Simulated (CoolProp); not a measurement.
Computed with CoolProp (reference Helmholtz-energy equation of state, Gao 2022).

### Question
Give the vapour pressure (MPa), enthalpy of vaporisation (kJ/kg), liquid cp (kJ/(kg K)) of saturated n-perfluorohexane at 352, 394.8, 401.9 K.

### Answer
```json
[
 {"T (K)": "352", "p (MPa)": "0.200", "enthalpy of vaporisation (kJ/kg)": "77.9", "liquid cp (kJ/(kg K))": "1.14"},
 {"T (K)": "394.8", "p (MPa)": "0.595", "enthalpy of vaporisation (kJ/kg)": "61.9", "liquid cp (kJ/(kg K))": "1.23"},
 {"T (K)": "401.9", "p (MPa)": "0.695", "enthalpy of vaporisation (kJ/kg)": "58.6", "liquid cp (kJ/(kg K))": "1.26"}
]
```
